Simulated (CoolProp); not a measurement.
A simple Rankine cycle with sulfur dioxide: condensing at 333.15 K, boiler at 2.66 MPa, turbine inlet 373.1 K, turbine efficiency 0.85, pump efficiency 0.8, no recuperator. Each further row changes one setting.

Computed with CoolProp (reference Helmholtz-energy equation of state, Gao 2016).

```csv
case,thermal efficiency (%),net work (kJ/kg),heat in (kJ/kg),turbine exit temperature (K),volume ratio over the turbine
as stated,7.8,25.0,320,333.1,2.29
turbine inlet 393.1 K,8.0,27.4,342,333.1,2.16
condensing temperature 325.15 K,9.4,31.0,332,325.1,___
boiler pressure 1.86 MPa,___,16.7,337,337.2,1.57
turbine efficiency 0.75,___,___,320,333.1,2.32
```

Task: Some entries are withheld; supply them.

Result: 
- condensing temperature 325.15 K, volume ratio over the turbine: 2.80
- boiler pressure 1.86 MPa, thermal efficiency (%): 4.9
- turbine efficiency 0.75, thermal efficiency (%): 6.8
- turbine efficiency 0.75, net work (kJ/kg): 21.9

The expansion ends wet for: as stated; turbine inlet 393.1 K; condensing temperature 325.15 K; turbine efficiency 0.75.
